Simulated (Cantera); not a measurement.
A closed system holds: 1 mol CH3Cl, 0.045 mol HCl, 0.76 mol F2, equilibrated at 3450 K and 750 Torr.

These are equilibrium values from Cantera (NASA tables, ideal gas, pure condensed phases), not measurements of a reactor. Candidate condensed phases: C, C6H6, C7H8, C8H18; 118 gas species. The tables' values for CCl are old estimates; treat these amounts as uncertain. The numbers say what is thermodynamically allowed, not how fast it happens.

Base state: HF 0.424, Cl 0.170, H 0.141, HCl 0.130, H2 0.0715, C3 0.0197, C2H2 (acetylene) 0.0138, F 0.0105 (mole fractions); condensed: C(graphite).

What changes in the equilibrium state with this change: temperature from 3450 K to 2023.15 K?


```csv
species,before,after
HF,0.424,0.541
HCl,0.130,0.370
H2,0.0715,0.0860
Cl,0.170,0.00178
H,0.141,0.000557
C3,0.0197,<1e-9
F,0.0105,1.58e-6
C2H2 (acetylene),0.0138,7.69e-5
C2,0.00219,<1e-9
C,0.00209,<1e-9
"C(graphite), mol",0.561,1.000
```

What changes in the equilibrium state with this change: F2 from 0.76 to 0.11 mol?


```
species             before     after
----------------  --------  --------
H                    0.141     0.246
H2                  0.0715     0.219
HCl                  0.130     0.211
HF                   0.424    0.0767
F                   0.0105   0.00109
C2H2 (acetylene)    0.0138    0.0422
C2H                0.00811    0.0142
Cl                   0.170     0.158
C3                  0.0197    0.0197
CF2                9.64e-5   1.03e-6
CF                 0.00272  0.000280
C2HF              0.000141   2.54e-5
C(graphite), mol     0.561     0.423
```
